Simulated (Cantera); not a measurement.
Cantera run:

```python
import numpy as np
import cantera as ct

gas_names = """
    H H2 H2S S SH S2 S8
""".split()
cond_names = """
    S(cr1) S(cr2) S(L)
""".split()


def load(file, names, dense=False):
    # The tables refer to 1 bar. Condensed volumes are neglected.
    table = {s.name: s for s in ct.Species.list_from_file(file)}
    out = []
    for n in names:
        d = dict(table[n].input_data)
        d["thermo"] = dict(d["thermo"], **{"reference-pressure": 1e5})
        if dense:
            d["equation-of-state"] = {"model": "constant-volume", "density": "1e6 g/cm^3"}
        out.append(ct.Species.from_dict(d))
    return out


gas = ct.Solution(thermo="ideal-gas", species=load("nasa_gas.yaml", gas_names))
cond = {s.name: ct.Solution(thermo="fixed-stoichiometry", species=[s], name=s.name)
        for s in load("nasa_condensed.yaml", cond_names, dense=True)}
atoms = {
    'H2S': {'H': 2, 'S': 1},
    'H2': {'H': 2},
}
top_T = {}  # K; cautious upper limits of use, not melting points


def equilibrate(T, P, feed):
    n = {}
    for name, mol in feed.items():
        for a, k in atoms[name].items():
            n[a] = n.get(a, 0.0) + k * mol
    gas.TPX = T, P, n
    mass = sum(n.values()) * gas.mean_molecular_weight
    gas.equilibrate("TP")
    valid = [c for c in cond.values() if c.min_temp <= T <= top_T.get(c.name, c.max_temp)]
    mix = ct.Mixture([(gas, mass / gas.mean_molecular_weight)] + [(c, 0.0) for c in valid])
    mix.T, mix.P = T, P
    mix.equilibrate("TP", solver="vcs", rtol=1e-11, max_steps=5000)
    return mix


results = []
feed = {'H2S': 1, 'H2': 0.15}  # mol
P = 1100000  # Pa
for T in [1748, 1798, 1848, 1898, 1948, 1998, 2048, 2098, 2148, 2198]:
    mix = equilibrate(T, P, feed)
    results.append((T, P, feed, dict(zip(mix.species_names, mix.species_moles))))

top = {s: max(r[3][s] / sum(r[3][g] for g in gas_names) for r in results) for s in gas_names}
cols = sorted((s for s in top if top[s] > 0.0001), key=lambda s: -top[s])[:7]
seen = [c for c in cond_names if any(r[3].get(c, 0) > 1e-12 for r in results)]
print("log10 of partial pressures in bar; condensed amounts in mol")
print(f"{'T/K':>10s}" + "".join(f"{s[:9]:>10s}" for s in cols + seen))
for T, P, feed, n in results:
    ng = sum(n[g] for g in gas_names)
    print(f"{T:10.4g}" + "".join(f"{np.log10(max(n[s] / ng * P / 1e5, 1e-99)):10.3f}" for s in cols)
          + "".join(f"{n.get(c, 0):10.4g}" for c in seen))
```

Output:

```
log10 of partial pressures in bar; condensed amounts in mol
       T/K       H2S        H2        S2        SH         S         H
      1748     0.758     0.590     0.112    -1.073    -3.261    -3.346
      1798     0.728     0.616     0.151    -0.979    -3.061    -3.145
      1848     0.697     0.639     0.185    -0.892    -2.873    -2.956
      1898     0.666     0.660     0.215    -0.812    -2.696    -2.777
      1948     0.633     0.679     0.241    -0.738    -2.529    -2.608
      1998     0.601     0.695     0.263    -0.668    -2.371    -2.447
      2048     0.567     0.710     0.283    -0.604    -2.223    -2.295
      2098     0.534     0.723     0.299    -0.544    -2.082    -2.150
      2148     0.500     0.735     0.314    -0.489    -1.948    -2.013
      2198     0.466     0.745     0.326    -0.437    -1.822    -1.882
```

Equilibrium computed with Cantera from the NASA thermochemical tables; the gas is ideal and each condensed phase is pure.
